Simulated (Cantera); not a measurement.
What does this Cantera script print?

```python
import numpy as np
import cantera as ct

gas_names = """
    H HNO HNO2 HNO3 HO2 H2 H2O H2O2 N NH NH2 NH3 NH2OH NO NO2 NO3 N2 N2H2 N2H4 N2O O OH O2 O3 Si SiH
    SiH2 SiH3 SiH4 SiN SiO SiO2 Si2 Si2N Si3
""".split()
cond_names = """
    H2O(s) H2O(L) Si(cr) Si(L) SiO2(Lqz) SiO2(hqz) SiO2(L) Si2N2O(s) Si3N4(a)
""".split()


def load(file, names, dense=False):
    # The tables refer to 1 bar. Condensed volumes are neglected.
    table = {s.name: s for s in ct.Species.list_from_file(file)}
    out = []
    for n in names:
        d = dict(table[n].input_data)
        d["thermo"] = dict(d["thermo"], **{"reference-pressure": 1e5})
        if dense:
            d["equation-of-state"] = {"model": "constant-volume", "density": "1e6 g/cm^3"}
        out.append(ct.Species.from_dict(d))
    return out


gas = ct.Solution(thermo="ideal-gas", species=load("nasa_gas.yaml", gas_names))
cond = {s.name: ct.Solution(thermo="fixed-stoichiometry", species=[s], name=s.name)
        for s in load("nasa_condensed.yaml", cond_names, dense=True)}
atoms = {
    'Si2H6': {'Si': 2, 'H': 6},
    'NO': {'N': 1, 'O': 1},
    'N2': {'N': 2},
    'O3': {'O': 3},
}
top_T = {'Si2N2O(s)': 2100, 'Si3N4(a)': 2400}  # K; cautious upper limits of use, not melting points


def equilibrate(T, P, feed):
    n = {}
    for name, mol in feed.items():
        for a, k in atoms[name].items():
            n[a] = n.get(a, 0.0) + k * mol
    gas.TPX = T, P, n
    mass = sum(n.values()) * gas.mean_molecular_weight
    gas.equilibrate("TP")
    valid = [c for c in cond.values() if c.min_temp <= T <= top_T.get(c.name, c.max_temp)]
    mix = ct.Mixture([(gas, mass / gas.mean_molecular_weight)] + [(c, 0.0) for c in valid])
    mix.T, mix.P = T, P
    mix.equilibrate("TP", solver="vcs", rtol=1e-11, max_steps=5000)
    return mix


results = []
feed = {'Si2H6': 1, 'NO': 4, 'N2': 36, 'O3': 4.6}  # mol
P = 10000  # Pa
for T in [700, 750, 800, 850, 900, 950, 1000, 1050, 1100, 1150, 1200, 1250, 1300, 1350]:
    mix = equilibrate(T, P, feed)
    results.append((T, P, feed, dict(zip(mix.species_names, mix.species_moles))))

top = {s: max(r[3][s] / sum(r[3][g] for g in gas_names) for r in results) for s in gas_names}
cols = sorted((s for s in top if top[s] > 0.0001), key=lambda s: -top[s])[:8]
seen = [c for c in cond_names if any(r[3].get(c, 0) > 1e-12 for r in results)]
print("log10 of partial pressures in bar; condensed amounts in mol")
print(f"{'T/K':>10s}" + "".join(f"{s[:9]:>10s}" for s in cols + seen))
for T, P, feed, n in results:
    ng = sum(n[g] for g in gas_names)
    print(f"{T:10.4g}" + "".join(f"{np.log10(max(n[s] / ng * P / 1e5, 1e-99)):10.3f}" for s in cols)
          + "".join(f"{n.get(c, 0):10.4g}" for c in seen))
```

Output:

```
log10 of partial pressures in bar; condensed amounts in mol
       T/K        N2        O2       H2O        NO SiO2(Lqz) SiO2(hqz)
       700    -1.087    -1.934    -2.189    -7.670         2         0
       750    -1.087    -1.934    -2.189    -7.216         2         0
       800    -1.087    -1.934    -2.189    -6.818         2         0
       850    -1.087    -1.934    -2.189    -6.467         0         2
       900    -1.087    -1.934    -2.189    -6.155         0         2
       950    -1.087    -1.934    -2.189    -5.876         0         2
      1000    -1.087    -1.934    -2.189    -5.625         0         2
      1050    -1.087    -1.934    -2.189    -5.397         0         2
      1100    -1.087    -1.934    -2.189    -5.190         0         2
      1150    -1.087    -1.934    -2.189    -5.002         0         2
      1200    -1.087    -1.934    -2.189    -4.829         0         2
      1250    -1.087    -1.935    -2.189    -4.670         0         2
      1300    -1.087    -1.935    -2.189    -4.523         0         2
      1350    -1.087    -1.935    -2.189    -4.387         0         2
```

Method: chemical equilibrium by Gibbs-energy minimisation in Cantera with the NASA 1993 tables (ideal gas, pure condensed phases). The feed counts by its element totals alone. The tables hold silica as quartz up to 1696 K and as liquid above; real silica turns to tridymite and cristobalite and melts near 1996 K.
